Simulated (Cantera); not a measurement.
A perfectly stirred reactor is fed with 3.68 % CH4, 8.99 % O2, 87.3 % N2, equivalence ratio 0.82, at 10.0 bar; it is adiabatic with a 698 K inlet, and is followed from long to short residence time, starting on the burning branch (τ in s: 0.38, 0.12, 0.036, 0.011, 0.0034, 0.001, 0.00032, 9.9e-05, 3e-05).

Model: GRI-Mech 3.0 (53 species, 325 reactions), integrated in Cantera.

x: mole fraction; the columns are a selection and need not sum to one.

```csv
τ (s),T (K),x CH4,x O2,x N2O,x H2O2,x C2H2,x C2H
0.38,1546,5.93e-6,0.0162,4.13e-7,3.52e-8,2.24e-8,1.10e-12
0.12,1545,1.39e-5,0.0163,6.84e-7,5.99e-8,7.79e-8,4.83e-12
0.036,1542,3.52e-5,0.0165,1.05e-6,1.06e-7,2.62e-7,1.99e-11
0.011,1535,9.72e-5,0.0170,1.28e-6,1.96e-7,8.10e-7,6.76e-11
0.0034,1502,…,…,…,…,…,1.63e-10
0.0010,698,0.0368,0.0899,<1e-12,<1e-12,<1e-12,<1e-12
0.00032,698,0.0368,0.0899,<1e-12,<1e-12,<1e-12,<1e-12
9.9e-5,698,0.0368,0.0899,<1e-12,<1e-12,<1e-12,<1e-12
3.0e-5,698,0.0368,0.0899,<1e-12,<1e-12,<1e-12,<1e-12
```

Q: Complete the blanks.

A: 
- 0.0034, x CH4: 0.000401
- 0.0034, x O2: 0.0193
- 0.0034, x N2O: 1.11e-6
- 0.0034, x H2O2: 4.95e-7
- 0.0034, x C2H2: 2.94e-6
